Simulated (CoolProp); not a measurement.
Vapour pressure (MPa) of propane: the reference equation beside estimates from Tc = 96.7 °C, pc = 4.251 MPa, ω = 0.152. Clausius-Clapeyron is anchored at 0.25 °C with a constant enthalpy of vaporisation of 16.51 kJ/mol.

Computed with CoolProp (reference Helmholtz-energy equation of state, Lemmon 2009).

```tsv
T (°C)	reference	Lee-Kesler	Clausius-Clapeyron	Redlich-Kwong	Soave-Redlich-Kwong	Peng-Robinson
-72.25	0.02133	0.02065	0.03475	0.02818	0.02083	0.02180
-54.15	0.05765	___	0.07866	0.07559	0.05675	___
-36.05	0.1314	0.1302	0.1572	0.1687	0.1303	0.1316
-17.85	0.2640	0.2637	0.2856	0.3297	0.2636	0.2635
0.25	0.4781	0.4796	0.4781	0.5788	0.4802	0.4769
18.35	0.8007	0.8040	0.7506	0.9387	0.8080	0.7997
36.55	1.263	1.267	1.120	1.433	1.280	1.265
54.65	1.893	1.896	1.596	2.076	___	1.901
```

**Question.** Fill in the missing entries.

**Answer.** 
- -54.15, Lee-Kesler: 0.05651
- -54.15, Peng-Robinson: 0.05815
- 54.65, Soave-Redlich-Kwong: 1.920

Absolute difference from the reference over all 8 rows, mean and median: Lee-Kesler 0.9 and 0.4 %, Clausius-Clapeyron 20.1 and 13.5 %, Redlich-Kwong 22.2 and 23.0 %, Soave-Redlich-Kwong 1.1 and 1.1 %, Peng-Robinson 0.5 and 0.2 %.
